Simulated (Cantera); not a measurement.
Charge: 1 mol C2F6, 0.77 mol H2, held at 3198 K and 6.00 Pa.

These are equilibrium values from Cantera (NASA tables, ideal gas, pure condensed phases), not measurements of a reactor. Candidate condensed phases: C, C6H6, C7H8, C8H18; 95 gas species. The feed counts by its element totals alone. The numbers say what is thermodynamically allowed, not how fast it happens.

Base state: F 0.631, C 0.192, H 0.156, HF 0.00874, C2 0.00597, CF 0.00416, C3 0.00219, H2 1.88e-5 (mole fractions); condensed: gas only.

### Question
What changes in the equilibrium state with this change: temperature from 3198 K to 2148 K?

### Answer
```json
[
 {"species": "F", "before": "0.631", "after": "0.670"},
 {"species": "HF", "before": "0.00874", "after": "0.270"},
 {"species": "CF2", "before": "2.24e-6", "after": "0.0531"},
 {"species": "C", "before": "0.192", "after": "9.87e-6"},
 {"species": "H", "before": "0.156", "after": "8.41e-5"},
 {"species": "CF4", "before": "<1e-9", "after": "0.000140"},
 {"species": "CF3", "before": "<1e-9", "after": "0.000107"},
 {"species": "C2", "before": "0.00597", "after": "1.18e-6"},
 {"species": "C(graphite), mol", "before": "0", "after": "1.66"}
]
```
